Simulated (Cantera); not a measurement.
A Cantera script and what it prints.

```python
import numpy as np
import cantera as ct

gas_names = """
    F FO FO2 F2 F2O H HF HNO HNO2 HNO3 HOF HO2 H2 H2F2 H2O H2O2 H3F3 H4F4 H5F5 H6F6 H7F7 N NF NF2 NF3 NH
    NH2 NH3 NH2OH NO NO2 NO3 N2 N2H2 N2H4 N2O O OH O2 O3
""".split()
cond_names = """
    H2O(s) H2O(L)
""".split()


# ... load() reads the species with a 1 bar reference pressure and builds the phases ...
atoms = {
    'NF3': {'N': 1, 'F': 3},
    'H2O': {'H': 2, 'O': 1},
    'HF': {'H': 1, 'F': 1},
}
top_T = {}  # K; cautious upper limits of use, not melting points


# ... equilibrate(T, P, feed) seeds the gas with the atoms and calls Mixture.equilibrate('TP', solver="vcs", rtol=1e-11, max_steps=5000) ...
results = []
feed = {'NF3': 1, 'H2O': 5.8, 'HF': 0.66}  # mol
P = 14000  # Pa
for T in [1075, 1275, 1475, 1675, 1875, 2075, 2275, 2475, 2675, 2875, 3075]:
    mix = equilibrate(T, P, feed)
    results.append((T, P, feed, dict(zip(mix.species_names, mix.species_moles))))
    x = sorted(zip(gas.X, gas.species_names), reverse=True)
    print(f"T = {T:g} K  P = {P:g} Pa  gas = {mix.phase_moles(0):.4g} mol")
    print("   x: " + "  ".join(f"{s} {v:.3e}" for v, s in x if v > 1e-05))
    print("   condensed (mol): " + ("  ".join(f"{mix.phase(i).name} {mix.phase_moles(i):.4g}"
          for i in range(1, mix.n_phases) if mix.phase_moles(i) > 1e-12) or "none"))
```

It prints:

```
T = 1075 K  P = 14000 Pa  gas = 9.21 mol
   x: H2O 4.669e-01  HF 3.974e-01  O2 8.143e-02  N2 5.428e-02  NO 1.101e-05
   condensed (mol): none
T = 1275 K  P = 14000 Pa  gas = 9.21 mol
   x: H2O 4.669e-01  HF 3.974e-01  O2 8.140e-02  N2 5.426e-02  NO 5.478e-05  OH 2.178e-05
   condensed (mol): none
T = 1475 K  P = 14000 Pa  gas = 9.21 mol
   x: H2O 4.668e-01  HF 3.974e-01  O2 8.130e-02  N2 5.420e-02  NO 1.763e-04  OH 1.747e-04
   condensed (mol): none
T = 1675 K  P = 14000 Pa  gas = 9.212 mol
   x: H2O 4.663e-01  HF 3.973e-01  O2 8.101e-02  N2 5.406e-02  OH 8.517e-04  NO 4.284e-04  H2 6.751e-05  O 2.598e-05
   condensed (mol): none
T = 1875 K  P = 14000 Pa  gas = 9.22 mol
   x: H2O 4.644e-01  HF 3.970e-01  O2 8.032e-02  N2 5.380e-02  OH 2.953e-03  NO 8.577e-04  H2 4.615e-04  O 1.822e-04  H 3.763e-05
   condensed (mol): none
T = 2075 K  P = 14000 Pa  gas = 9.245 mol
   x: H2O 4.588e-01  HF 3.959e-01  O2 7.910e-02  N2 5.334e-02  OH 7.998e-03  H2 2.172e-03  NO 1.492e-03  O 8.762e-04  H 3.318e-04  F 3.334e-05
   condensed (mol): none
T = 2275 K  P = 14000 Pa  gas = 9.316 mol
   x: H2O 4.440e-01  HF 3.927e-01  O2 7.755e-02  N2 5.250e-02  OH 1.793e-02  H2 7.650e-03  O 3.191e-03  NO 2.335e-03  H 1.985e-03  F 1.119e-04
   condensed (mol): none
T = 2475 K  P = 14000 Pa  gas = 9.498 mol
   x: H2O 4.105e-01  HF 3.850e-01  O2 7.647e-02  N2 5.095e-02  OH 3.439e-02  H2 2.087e-02  O 9.457e-03  H 8.688e-03  NO 3.375e-03  F 3.135e-04
   condensed (mol): none
T = 2675 K  P = 14000 Pa  gas = 9.906 mol
   x: HF 3.687e-01  H2O 3.473e-01  O2 7.631e-02  OH 5.701e-02  N2 4.819e-02  H2 4.415e-02  H 2.900e-02  O 2.396e-02  NO 4.568e-03  F 7.750e-04  HO2 1.171e-05
   condensed (mol): none
T = 2875 K  P = 14000 Pa  gas = 10.7 mol
   x: HF 3.402e-01  H2O 2.532e-01  OH 8.039e-02  H 7.559e-02  O2 7.483e-02  H2 7.146e-02  O 5.292e-02  N2 4.385e-02  NO 5.737e-03  F 1.759e-03  HO2 1.505e-05
   condensed (mol): none
T = 3075 K  P = 14000 Pa  gas = 12.04 mol
   x: HF 3.002e-01  H 1.560e-01  H2O 1.474e-01  O 1.008e-01  OH 9.270e-02  H2 8.720e-02  O2 6.712e-02  N2 3.827e-02  NO 6.500e-03  F 3.796e-03  HO2 1.532e-05  N 1.167e-05
   condensed (mol): none
```

Equilibrium computed with Cantera from the NASA thermochemical tables; the gas is ideal and each condensed phase is pure.
